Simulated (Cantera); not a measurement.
An isothermal, constant-pressure homogeneous reactor starts with CH₄ : H₂ = 1 : 4.4 (molar parts), at 1275 K and 10.00 Torr. Integrator tolerance rtol = 1e-08.

Model: GRI-Mech 3.0 (53 species, 325 reactions), integrated in Cantera. GRI-Mech 3.0 stops at C3 and has no aromatics, soot or wall deposition, so with more carbon than oxygen in the feed, carbon stays in small species such as C2H2 where larger ones or solid carbon would form. Radical loss at walls, strong at low pressure, is not modelled.

**Question.** What does this change do: pressure from 10.00 Torr to 100.0 Torr?

**Answer.** 
```csv
quantity,before,after
x(CH₄) at 200 s,0.181 (gas-phase equilibrium 0.0405),0.168 (gas-phase equilibrium 0.151)
x(H₂) at 200 s,0.817 (gas-phase equilibrium 0.898),0.825 (gas-phase equilibrium 0.834)
x(CH₃) at 200 s,1.15e-5 (gas-phase equilibrium 5.36e-6),5.83e-6 (gas-phase equilibrium 6.56e-6)
x(C₂H₂) at 200 s,0.00164 (gas-phase equilibrium 0.0585),0.00509 (gas-phase equilibrium 0.0102)
x(H) at 200 s,2.66e-6 (gas-phase equilibrium 6.09e-6),1.47e-6 (gas-phase equilibrium 1.86e-6)
x(CH₂) at 200 s,2.16e-11 (gas-phase equilibrium 2.12e-11),6.05e-12 (gas-phase equilibrium 8.53e-12)
x(C₂H) at 200 s,1.93e-12 (gas-phase equilibrium 1.44e-10),3.28e-12 (gas-phase equilibrium 8.20e-12)
```

**Question.** What does this change do: temperature 1275 to 2023 K?

**Answer.** 
| quantity | before | after |
|---|---|---|
| x(CH₄) at 200 s | 0.181 (gas-phase equilibrium 0.0405) | 4.25e-5 (gas-phase equilibrium 4.26e-5) |
| x(H₂) at 200 s | 0.817 (gas-phase equilibrium 0.898) | 0.907 (gas-phase equilibrium 0.907) |
| x(CH₃) at 200 s | 1.15e-5 (gas-phase equilibrium 5.36e-6) | 1.45e-5 (gas-phase equilibrium 1.45e-5) |
| x(C₂H₂) at 200 s | 0.00164 (gas-phase equilibrium 0.0585) | 0.0774 (gas-phase equilibrium 0.0774) |
| x(H) at 200 s | 2.66e-6 (gas-phase equilibrium 6.09e-6) | 0.0158 (gas-phase equilibrium 0.0158) |
| x(CH₂) at 200 s | 2.16e-11 (gas-phase equilibrium 2.12e-11) | 3.32e-7 (gas-phase equilibrium 3.32e-7) |
| x(C₂H) at 200 s | 1.93e-12 (gas-phase equilibrium 1.44e-10) | 2.72e-5 (gas-phase equilibrium 2.72e-5) |

**Question.** What does this change do: temperature 1275 to 1600 K?

**Answer.** 
```csv
quantity,before,after
x(CH₄) at 200 s,0.181 (gas-phase equilibrium 0.0405),0.00106 (gas-phase equilibrium 0.00101)
x(H₂) at 200 s,0.817 (gas-phase equilibrium 0.898),0.921 (gas-phase equilibrium 0.921)
x(CH₃) at 200 s,1.15e-5 (gas-phase equilibrium 5.36e-6),1.06e-5 (gas-phase equilibrium 1.02e-5)
x(C₂H₂) at 200 s,0.00164 (gas-phase equilibrium 0.0585),0.0776 (gas-phase equilibrium 0.0776)
x(H) at 200 s,2.66e-6 (gas-phase equilibrium 6.09e-6),0.000455 (gas-phase equilibrium 0.000455)
x(CH₂) at 200 s,2.16e-11 (gas-phase equilibrium 2.12e-11),4.90e-9 (gas-phase equilibrium 4.68e-9)
x(C₂H) at 200 s,1.93e-12 (gas-phase equilibrium 1.44e-10),1.29e-7 (gas-phase equilibrium 1.29e-7)
```
